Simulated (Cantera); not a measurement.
A closed system holds: 1 mol FeS, 0.22 mol H2S, 9.7 mol N2, equilibrated at 1298.15 K and 1500 Torr.

These are equilibrium values from Cantera (NASA tables, ideal gas, pure condensed phases), not measurements of a reactor. Candidate condensed phases: Fe, FeS, FeS2, S; 16 gas species. FeS: taken at fixed stoichiometry. Gases not in the tables: S3 to S7. Equilibrium is a limit: real reactors are often held back by kinetics, nucleation or transport.

Question: What is the equilibrium state?

Answer: 
```
Property                              Value
--------------------------------  ---------
x(N2)                                 0.973
x(H2S)                               0.0117
x(H2)                                0.0103
x(S2)                               0.00514
x(SH)                               4.67e-5
n(FeS(s))                          1.00 mol
gas amount                        9.971 mol
log10 activity of S(l) (absent)       -1.95
log10 activity of Fe(γ) (absent)      -2.21
```
